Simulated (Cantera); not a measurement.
Standard-state values (1 bar) from the NASA 1993 polynomials, evaluated with Cantera. Values are per mole of reaction as written; species without (g) are pure solids or liquids, kept so even where they would boil at 1 bar. TaC: taken at fixed stoichiometry.

**Question.** Between 300 and 1725 K, where is each reaction favourable under standard conditions?
- 2 H2(g) + TaC = Ta + CH4(g)

**Answer.** 
- 2 H2(g) + TaC = Ta + CH4(g): ΔG° is 92 kJ at 300 K and 239 kJ at 1725 K; it stays positive (K < 1). ΔH° is 51 kJ and ΔS° -109 J/K at 1725 K.
